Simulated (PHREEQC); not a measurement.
PHREEQC input (ion-association model, wateq4f.dat):

```
SOLUTION_MASTER_SPECIES
  An  An-  0  An  62.0  # stands for a non-complexing anion
SOLUTION_SPECIES
  An- = An-
    -log_k 0
    -gamma 3.0 0
PHASES
  Fix_H+
    H+ = H+
    -log_k 0
SOLUTION 1
  temp 25
  units mmol/kgw
  pH 7 charge
  Na 5
  An 5
END
SELECTED_OUTPUT 1
  -reset false
  -pH true
  -pe true
  -ionic_strength true
  -water true
  -totals Na
  -molalities Hfo_wOH Hfo_wOH2+ Hfo_wO- Hfo_sOH Hfo_sOH2+ Hfo_sO-
USER_PUNCH 1
  -headings sigma psi
  10 PUNCH EDL("sigma", "Hfo"), EDL("psi", "Hfo")
PRINT
  -reset false
USE solution 1
SURFACE 1
  Hfo_wOH 0.00719101 600 3.2
  Hfo_sOH 0.000179775
EQUILIBRIUM_PHASES 1
  Fix_H+ -4 HAn 10
    -force_equality true
  O2(g) -0.68 10
END
# ... the last block is repeated for the other 16 points of pH, with NaOH or the acid as the point needs
```

Selected output (columns that matter, 17 of 17 rows; pH added in front):

```
pH	mu	Na	m_Hfo_wOH	m_Hfo_wOH2+	m_Hfo_wO-	m_Hfo_sOH	m_Hfo_sOH2+	m_Hfo_sO-	sigma	psi
4	0.0070778	0.005	0.0032259	0.003904	6.1065e-05	8.0648e-05	9.7601e-05	1.5266e-06	0.19796	0.18972
4.38	0.0065722	0.005	0.0039772	0.0030968	0.00011701	9.9429e-05	7.742e-05	2.9253e-06	0.1535	0.17857
4.75	0.0061791	0.005	0.0045426	0.0024559	0.00019249	0.00011357	6.1397e-05	4.8123e-06	0.11659	0.16606
5.12	0.0058685	0.005	0.0049424	0.0019636	0.00028498	0.00012356	4.909e-05	7.1246e-06	0.086472	0.15208
5.5	0.0056211	0.005	0.0052068	0.0015948	0.00038944	0.00013017	3.9869e-05	9.736e-06	0.062091	0.13629
5.88	0.005434	0.005	0.0053616	0.0013367	0.00049266	0.00013404	3.3418e-05	1.2317e-05	0.04348	0.1191
6.25	0.0052988	0.005	0.0054435	0.0011647	0.00058285	0.00013609	2.9117e-05	1.4571e-05	0.029972	0.10114
6.62	0.0052	0.005	0.0054854	0.0010477	0.00065793	0.00013713	2.6192e-05	1.6448e-05	0.020078	0.082166
7	0.0051269	0.005	0.005506	0.00096616	0.00071883	0.00013765	2.4154e-05	1.7971e-05	0.012741	0.061865
7.38	0.0050736	0.005	0.0055153	0.00090962	0.00076609	0.00013788	2.274e-05	1.9152e-05	0.0073937	0.040978
7.75	0.0050336	0.005	0.005519	0.00086872	0.00080324	0.00013798	2.1718e-05	2.0081e-05	0.0033728	0.02029
8.12	0.0050023	0.0050032	0.00552	0.00083461	0.00083638	0.000138	2.0865e-05	2.0909e-05	-9.1139e-05	-0.00056436
8.5	0.0050399	0.0050765	0.0055189	0.00080043	0.00087171	0.00013797	2.0011e-05	2.1793e-05	-0.0036716	-0.021975
8.88	0.0050867	0.0051652	0.0055146	0.00076157	0.00091479	0.00013787	1.9039e-05	2.287e-05	-0.0078925	-0.043196
9.25	0.0051511	0.0052831	0.0055048	0.00071437	0.00097178	0.00013762	1.7859e-05	2.4294e-05	-0.01326	-0.063485
9.62	0.0052502	0.0054553	0.0054835	0.00065364	0.0010538	0.00013709	1.6341e-05	2.6346e-05	-0.020615	-0.08319
10	0.0054186	0.0057289	0.0054372	0.00057414	0.0011796	0.00013593	1.4353e-05	2.949e-05	-0.03119	-0.10256
```
